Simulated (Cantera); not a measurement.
## Nitride etching: BN + HCl

A closed system holds: 1 mol BN, a varied amount of HCl, at 13.0 Pa.

Cantera equilibrium calculation (NASA polynomials, part measured and part estimated; ideal gas, pure solids and liquids). Candidate condensed phases: B, BN, NH₄Cl; 21 gas species. The tables' values for BCl₂ are old estimates. Equilibrium is a limit: real reactors are often held back by kinetics, nucleation or transport.

**Question.** Map the stable condensed phases over T = 773, 923, 1073, 1223, 1373, 1523, 1673, 1823, 1973, 2123 K and n(HCl) in mol = 11, 14, 16, 19, 23, 27, 32, 38, 45, 53, 63, 74, 88.

**Answer.** 
```
T in K \ n(HCl) in mol
         11 14 16 19 23 27 32 38 45 53 63 74 88
   2123   A  A  A  A  A  A  A  A  A  A  A  A  A
   1973   A  A  A  A  A  A  A  A  A  A  A  A  A
   1823   A  A  A  A  A  A  A  A  A  A  A  A  A
   1673   A  A  A  A  A  A  A  A  A  A  A  A  A
   1523   B  B  B  A  A  A  A  A  A  A  A  A  A
   1373   B  B  B  B  B  A  A  A  A  A  A  A  A
   1223   B  B  B  B  B  B  B  B  A  A  A  A  A
   1073   B  B  B  B  B  B  B  B  B  B  B  A  A
    923   B  B  B  B  B  B  B  B  B  B  B  B  B
    773   B  B  B  B  B  B  B  B  B  B  B  B  B
```
A: gas only; B: BN.
